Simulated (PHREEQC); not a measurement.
Dissolve 0.073 mol H2SiF6 and 0.00024 mol NaNO3 per kg of water at 20 °C. Closed to the air; pH follows from the charge balance.

Equilibrium calculation in PHREEQC: ion-association model, wateq4f.dat.

### Question
The ionic strength comes out as 0.215 mol/kgw. What activity coefficients do HF2-, NO3-, Na+, SiF6-2, F- get?

### Answer
HF2- 0.70, NO3- 0.69, Na+ 0.74, SiF6-2 0.29, F- 0.70.

No solid was allowed to form. Examples of supersaturated solids here: Quartz (slow to form), Chalcedony (slow to form). Others may be too. SiF6-2 is the database's only silicon fluoride.
